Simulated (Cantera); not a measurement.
An adiabatic, constant-volume homogeneous reactor starts with C3H8 : O2 : N2 = 1 : 5 : 18.8 (molar parts), equivalence ratio 1.0, at 1300 K and 760 Torr. Integrator tolerance rtol = 1e-08.

Model: GRI-Mech 3.0 (53 species, 325 reactions), integrated in Cantera. GRI-Mech 3.0 was tuned for natural gas; its chemistry of propane as a main component is partial and can be far from experiment.

Task: What does this change do: C3H8 1 to 0.37 parts?

Result: 
| quantity | before | after |
|---|---|---|
| time of steepest temperature rise | 0.907 ms | 0.801 ms |
| temperature at 1.00 s | 2883 K | 2282 K |
| equilibrium temperature | 2883 K | 2282 K |
| x(C3H8) at 1.00 s | <1e-12 (gas-phase equilibrium <1e-12) | <1e-12 (gas-phase equilibrium <1e-12) |
| x(O2) at 1.00 s | 0.0217 (gas-phase equilibrium 0.0217) | 0.121 (gas-phase equilibrium 0.121) |
| x(H2) at 1.00 s | 0.0153 (gas-phase equilibrium 0.0153) | 0.000232 (gas-phase equilibrium 0.000232) |
| x(NO) at 1.00 s | 0.0124 (gas-phase equilibrium 0.0124) | 0.0113 (gas-phase equilibrium 0.0113) |
| x(CH4) at 1.00 s | <1e-12 (gas-phase equilibrium <1e-12) | <1e-12 (gas-phase equilibrium <1e-12) |
| x(O) at 1.00 s | 0.00705 (gas-phase equilibrium 0.00705) | 0.00116 (gas-phase equilibrium 0.00116) |

Task: What does this change do: N2 18.8 to 13 parts?

Result: 
```
quantity                                                            before                                  after
---------------------------------  ---------------------------------------  -------------------------------------
time of steepest temperature rise                                 0.907 ms                               0.727 ms
temperature at 1.00 s                                               2883 K                                 3019 K
equilibrium temperature                                             2883 K                                 3019 K
x(C3H8) at 1.00 s                    <1e-12 (gas-phase equilibrium <1e-12)  <1e-12 (gas-phase equilibrium <1e-12)
x(O2) at 1.00 s                      0.0217 (gas-phase equilibrium 0.0217)  0.0311 (gas-phase equilibrium 0.0311)
x(H2) at 1.00 s                      0.0153 (gas-phase equilibrium 0.0153)  0.0230 (gas-phase equilibrium 0.0230)
x(NO) at 1.00 s                      0.0124 (gas-phase equilibrium 0.0124)  0.0164 (gas-phase equilibrium 0.0164)
x(CH4) at 1.00 s                     <1e-12 (gas-phase equilibrium <1e-12)  <1e-12 (gas-phase equilibrium <1e-12)
x(O) at 1.00 s                     0.00705 (gas-phase equilibrium 0.00705)  0.0131 (gas-phase equilibrium 0.0131)
```
Above 3000 K some thermodynamic fits are extrapolated.
